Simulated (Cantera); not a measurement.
**Fe2O3 + H2S + CO2 (roasting and sulfation)**

Charge: 1 mol Fe2O3, 1.4 mol H2S, 0.11 mol CO2, held at 0.530 bar.

These are equilibrium values from Cantera (NASA tables, ideal gas, pure condensed phases), not measurements of a reactor. Candidate condensed phases: C, C6H6, C7H8, C8H18, Fe, Fe(CO)5, FeO, Fe(OH)2, Fe(OH)3, FeS, FeSO4, FeS2, Fe2O3, Fe2(SO4)3, Fe3O4, H2O, H2SO4, S; 127 gas species. Metal and sulfide melt together well below either melting point, which pure phases cannot show. Mutual solubility and eutectic melting of coexisting phases are not modelled. The tables' stoichiometric FeO is somewhat more stable than real wüstite, so its field is too wide. FeO, FeS: taken at fixed stoichiometry. Gases not in the tables: S3 to S7. Kinetics and transport are ignored.

```tsv
T (K)	x H2O	x SO2	x H2	x S2	x CO2	x H2S	x CO	n FeS(s)	n Fe3O4(s)	n FeO(s)	n FeS(l)
1248	0.765	0.127	0.0131	0.0138	0.0608	0.0176	0.00162	1.09	0.302	0	0
1298	0.759	0.127	0.0174	0.0159	0.0599	0.0179	0.00240	1.09	0.305	0	0
1348	0.710	0.169	0.0196	0.0232	0.0557	0.0179	0.00300	0.958	0	1.04	0
1398	0.698	0.165	0.0259	0.0304	0.0540	0.0203	0.00434	0.930	0	1.07	0
1448	0.683	0.161	0.0336	0.0388	0.0519	0.0227	0.00605	0.896	0	1.10	0
1498	0.669	0.158	0.0418	0.0453	0.0496	0.0237	0.00799	0	0	1.13	0.869
1548	0.655	0.157	0.0507	0.0507	0.0471	0.0241	0.0102	0	0	1.15	0.845
1598	0.640	0.155	0.0605	0.0564	0.0443	0.0243	0.0126	0	0	1.18	0.819
1648	0.623	0.153	0.0713	0.0622	0.0413	0.0245	0.0151	0	0	1.21	0.791
```
x: gas mole fraction; n: condensed amount in mol.

From 1248 K to 1298 K the condensed part is FeS(s) + Fe3O4(s). From 1348 K to 1448 K the condensed part is FeO(s) + FeS(s). From 1498 K to 1648 K the condensed part is FeO(s) + FeS(l). The main Fe-bearing gas is Fe(OH)2 throughout.
